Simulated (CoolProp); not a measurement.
Vapour pressure (kPa) of hexamethyldisiloxane (MM): the reference equation beside estimates from Tc = 245.6 °C, pc = 1931 kPa, ω = 0.418. Clausius-Clapeyron is anchored at 163.75 °C with a constant enthalpy of vaporisation of 24.98 kJ/mol.

The numbers come from the reference Helmholtz-energy equation of state, Thol 2016 in CoolProp.

| T (°C) | reference | Lee-Kesler | Clausius-Clapeyron | van der Waals | Soave-Redlich-Kwong | Peng-Robinson |
|---|---|---|---|---|---|---|
| 134.25 | 245.2 | 247.5 | 284.2 | 679.6 | 248.5 | 245.9 |
| 144.05 | 307.4 | 310.4 | 338.0 | 759.0 | 312.3 | 308.7 |
| 153.85 | 380.7 | 384.7 | 398.7 | 843.9 | 387.9 | 383.1 |
| 163.75 | 467.7 | 472.7 | 467.7 | 935.6 | 477.7 | 471.5 |
| 173.55 | 567.8 | 573.8 | 543.8 | 1032 | 581.1 | 573.5 |
| 183.35 | 683.5 | 690.6 | 628.3 | 1135 | 700.4 | 691.7 |
| 193.25 | 817.9 | 826.1 | 722.5 | 1245 | 838.8 | 829.0 |
| 203.05 | 970.3 | 979.5 | 825.0 | 1359 | 994.7 | 984.4 |
| 212.95 | 1146 | 1156 | 938.1 | 1482 | 1173 | 1163 |
| 222.75 | 1345 | 1356 | 1060 | 1609 | 1372 | 1363 |

Absolute difference from the reference over all 10 rows, mean and median: Lee-Kesler 1.0 and 1.0 %, Clausius-Clapeyron 10.9 and 10.8 %, van der Waals 83.5 and 73.9 %, Soave-Redlich-Kwong 2.1 and 2.2 %, Peng-Robinson 1.0 and 1.1 %.
